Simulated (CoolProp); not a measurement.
A single-stage vapour-compression cycle with 1,2-dichloroethane: evaporating at 300.15 K (dew point), condensing at 368.15 K (bubble point), superheat 10 K, subcooling 2 K, compressor efficiency 0.7, no pressure losses. Each further row changes one setting.

Values from CoolProp's reference Helmholtz-energy equation of state, Thol 2015.

```
case                              cooling COP  pressure ratio  discharge temperature (K)  refrigerating effect (kJ/kg)  volumetric capacity (kJ/m³)
--------------------------------  -----------  --------------  -------------------------  ----------------------------  ---------------------------
as stated                                2.61            12.4                      429.7                           274                          122
evaporating temperature 305.15 K          ___            9.86                        ___                           278                          154
condensing temperature 363.15 K          2.86             ___                      422.3                           281                          125
subcooling 7 K                           2.67            12.4                      429.7                           281                          125
superheat 20 K                           2.61            12.4                      441.8                           282                          122
compressor efficiency 0.6                2.24            12.4                      447.5                           274                          122
```

Question: Complete the blanks.

Answer: 
- evaporating temperature 305.15 K, cooling COP: 2.91
- evaporating temperature 305.15 K, discharge temperature (K): 424.4
- condensing temperature 363.15 K, pressure ratio: 10.7
